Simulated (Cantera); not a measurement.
Input (Python, Cantera) and output of one run.

```python
import numpy as np
import cantera as ct

gas_names = """
    CL CLO CL2 H HCL HNO HNO2 HNO3 HOCL HO2 H2 H2O H2O2 N NH NH2 NH3 NH2OH NO NO2 NO3 N2 N2H2 N2H4 N2O O
    OH O2 O3 Si SiCL SiCL2 SiCL3 SiCL4 SiH SiHCL3 SiH2 SiH2CL2 SiH3 SiH3CL SiH4 SiN SiO SiO2 Si2 Si2N
    Si3
""".split()
cond_names = """
    H2O(s) H2O(L) NH4CL(a) NH4CL(b) Si(cr) Si(L) SiO2(Lqz) SiO2(hqz) SiO2(L) Si2N2O(s) Si3N4(a)
""".split()


def load(file, names, dense=False):
    # The tables refer to 1 bar. Condensed volumes are neglected.
    table = {s.name: s for s in ct.Species.list_from_file(file)}
    out = []
    for n in names:
        d = dict(table[n].input_data)
        d["thermo"] = dict(d["thermo"], **{"reference-pressure": 1e5})
        if dense:
            d["equation-of-state"] = {"model": "constant-volume", "density": "1e6 g/cm^3"}
        out.append(ct.Species.from_dict(d))
    return out


gas = ct.Solution(thermo="ideal-gas", species=load("nasa_gas.yaml", gas_names))
cond = {s.name: ct.Solution(thermo="fixed-stoichiometry", species=[s], name=s.name)
        for s in load("nasa_condensed.yaml", cond_names, dense=True)}
atoms = {
    'SiH2Cl2': {'Si': 1, 'H': 2, 'CL': 2},
    'O2': {'O': 2},
    'N2': {'N': 2},
}
top_T = {'Si2N2O(s)': 2100, 'Si3N4(a)': 2400}  # K; cautious upper limits of use, not melting points


def equilibrate(T, P, feed):
    n = {}
    for name, mol in feed.items():
        for a, k in atoms[name].items():
            n[a] = n.get(a, 0.0) + k * mol
    gas.TPX = T, P, n
    mass = sum(n.values()) * gas.mean_molecular_weight
    gas.equilibrate("TP")
    valid = [c for c in cond.values() if c.min_temp <= T <= top_T.get(c.name, c.max_temp)]
    mix = ct.Mixture([(gas, mass / gas.mean_molecular_weight)] + [(c, 0.0) for c in valid])
    mix.T, mix.P = T, P
    mix.equilibrate("TP", solver="vcs", rtol=1e-11, max_steps=5000)
    return mix


results = []
feed = {'SiH2Cl2': 1, 'O2': 0.5, 'N2': 130}  # mol
P = 220  # Pa
for T in [925, 1000, 1075, 1150, 1225, 1300, 1375, 1450, 1525, 1600, 1675, 1750, 1825]:
    mix = equilibrate(T, P, feed)
    results.append((T, P, feed, dict(zip(mix.species_names, mix.species_moles))))

top = {s: max(r[3][s] / sum(r[3][g] for g in gas_names) for r in results) for s in gas_names}
cols = sorted((s for s in top if top[s] > 0.0001), key=lambda s: -top[s])[:9]
seen = [c for c in cond_names if any(r[3].get(c, 0) > 1e-12 for r in results)]
print("log10 of partial pressures in bar; condensed amounts in mol")
print(f"{'T/K':>10s}" + "".join(f"{s[:9]:>10s}" for s in cols + seen))
for T, P, feed, n in results:
    ng = sum(n[g] for g in gas_names)
    print(f"{T:10.4g}" + "".join(f"{np.log10(max(n[s] / ng * P / 1e5, 1e-99)):10.3f}" for s in cols)
          + "".join(f"{n.get(c, 0):10.4g}" for c in seen))
```

Result:

```
log10 of partial pressures in bar; condensed amounts in mol
       T/K        N2       HCL       SiO        CL        H2     SiCL2         H SiO2(hqz) Si2N2O(s)
       925    -2.664    -4.483   -15.745   -10.793    -6.581   -12.203   -12.875     0.336    0.3281
      1000    -2.664    -4.484   -13.582    -9.899    -6.520   -10.814   -11.904    0.3363    0.3273
      1075    -2.664    -4.485   -11.725    -9.129    -6.468    -9.623   -11.067    0.3367    0.3265
      1150    -2.664    -4.486   -10.115    -8.459    -6.418    -8.593   -10.336    0.3372    0.3256
      1225    -2.664    -4.487    -8.705    -7.877    -6.363    -7.705    -9.688    0.3379    0.3242
      1300    -2.664    -4.490    -7.461    -7.381    -6.278    -6.961    -9.095    0.3391    0.3198
      1375    -2.664    -4.497    -6.356    -6.985    -6.117    -6.394    -8.524    0.3361    0.3013
      1450    -2.665    -4.513    -5.367    -6.685    -5.883    -5.997    -7.966      0.27    0.2021
      1525    -2.667    -4.513    -4.832    -6.274    -5.922    -6.070    -7.587   0.05497         0
      1600    -2.668    -4.504    -4.789    -5.834    -6.072    -6.884    -7.301  0.008218         0
      1675    -2.668    -4.515    -4.782    -5.598    -5.921    -7.978    -6.896         0         0
      1750    -2.668    -4.536    -4.782    -5.409    -5.746    -8.079    -6.506         0         0
      1825    -2.668    -4.564    -4.782    -5.240    -5.597    -8.182    -6.155         0         0
```

Equilibrium computed with Cantera from the NASA thermochemical tables; the gas is ideal and each condensed phase is pure. N2 is the only nitrogen source here; it is nearly inert below about 1500 K, so the nitride shown seldom forms there in practice. Mutual solubility and eutectic melting of coexisting phases are not modelled. The tables' values for SiCl3 are old estimates; treat these amounts as uncertain. The tables hold silica as quartz up to 1696 K and as liquid above; real silica turns to tridymite and cristobalite and melts near 1996 K.
